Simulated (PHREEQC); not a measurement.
A column of 1 m (30 cells, dispersivity 0.08 m, 60 s a shift, diffusion coefficient 3e-10 m²/s) holds 0.043 eq of the database's cation exchanger X per kg of pore water, first in equilibrium with 56 mmol/kgw (NH4)2SO4 and 0.01 mmol/kgw HCl. It is flushed with 38 mmol/kgw MgSO4 and 0.01 mmol/kgw HCl, at 25 °C. Values are for the last cell. No CO2 enters from the air. No solid was allowed to form.

The series has 31 steps of pore volumes, from 0 to 4.017.

All values are PHREEQC results (ion-association model, phreeqc.dat), not measurements.

Question: After how many pore volumes does Mg at the outlet first reach half of its feed value?

Answer: By 1.5 pore volumes.

Species that the database lacks are ignored.
